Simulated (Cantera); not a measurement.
## V₂O₅ + H₂ + N₂ (hydrogen reduction and annealing atmospheres)

Feed: 1 mol V₂O₅, 0.97 mol H₂, a varied amount of N₂, held at 0.0133 bar.

These are equilibrium values from Cantera (NASA tables, ideal gas, pure condensed phases), not measurements of a reactor. Candidate condensed phases: H₂O, V, VN, VO, V₂O₃, V₂O₄, V₂O₅; 28 gas species. Mutual solubility and eutectic melting of coexisting phases are not modelled. Condensed phases not in the tables: the oxides between V₂O₃ and V₂O₅ other than VO₂. Kinetics and transport are ignored.

Problem. Map the stable condensed phases over T = 1200, 1275, 1350, 1425, 1500, 1575, 1650, 1725, 1800, 1875 °C and n(N₂) in mol = 3.8, 4.8, 6.2, 7.9, 10, 13, 17, 21, 27, 35, 45, 57.

Solution. 
```
T in °C \ n(N₂) in mol
         3.8 4.8 6.2 7.9  10  13  17  21  27  35  45  57
   1875    A   A   A   B   B   B   C   C   C   C   C   C
   1800    A   A   A   A   A   A   B   B   B   B   C   C
   1725    A   A   A   A   A   A   A   A   A   B   B   B
   1650    A   A   A   A   A   A   A   A   A   A   A   B
   1575    D   A   A   A   A   A   A   A   A   A   A   A
   1500    D   D   D   D   A   A   A   A   A   A   A   A
   1425    D   D   D   D   D   D   D   D   D   A   A   A
   1350    D   D   D   D   D   D   D   D   D   D   D   D
   1275    D   D   D   D   D   D   D   D   D   D   D   D
   1200    D   D   D   D   D   D   D   D   D   D   D   D
```
A: V₂O₃ + V₂O₄; B: V₂O₃; C: gas only; D: V₂O₄.
